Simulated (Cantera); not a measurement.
A diamond (100) surface in a fixed gas of H2 with x(CH4) = 0.02, x(H) = 0.0055, at 1400 K, 0.138 atm; coverages are run to steady state.

Cantera simulation using the Harris–Goodwin 1993 mechanism for the reconstructed diamond (100) surface; the numbers are that mechanism's predictions, not measurements.

One state of this run: growth (µm/h) = 0.852; θ c6HH = 0.340; θ c6H* = 0.0594; θ c6*H = 0.542; θ c6** = 0.0580; θ c6HM = 2.36e-5. θ: site fractions in the mechanism's names (c6HH fully hydrogenated, c6H* and c6*H radical sites, c6** diradical, c6HM methylated).

### Question
Which value of x(CH3) does it belong to?
A. 0.00051
B. 2.3e-05
C. 6.4e-05
D. 0.0015

### Answer
B, 2.3e-05
